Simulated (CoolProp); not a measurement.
A simple Rankine cycle with the fluoroketone C6F12O (FK-5-1-12): condensing at 295.15 K, boiler at 1.04 MPa, turbine inlet 499 K, turbine efficiency 0.85, pump efficiency 0.7, no recuperator. Each further row changes one setting.

Computed with CoolProp (reference Helmholtz-energy equation of state, McLinden 2015).

```csv
case,thermal efficiency (%),net work (kJ/kg),heat in (kJ/kg),turbine exit temperature (K),volume ratio over the turbine
as stated,11.8,___,284,459.7,30.7
condensing temperature 287.15 K,___,37.1,293,456.1,43.7
boiler pressure 0.728 MPa,10.7,30.7,286,___,20.8
turbine efficiency 0.75,10.4,___,284,___,31.0
```

### Question
Fill in the missing entries.

### Answer

- as stated, net work (kJ/kg): 33.5
- condensing temperature 287.15 K, thermal efficiency (%): 12.7
- boiler pressure 0.728 MPa, turbine exit temperature (K): 464.9
- turbine efficiency 0.75, net work (kJ/kg): 29.5
- turbine efficiency 0.75, turbine exit temperature (K): 463.7
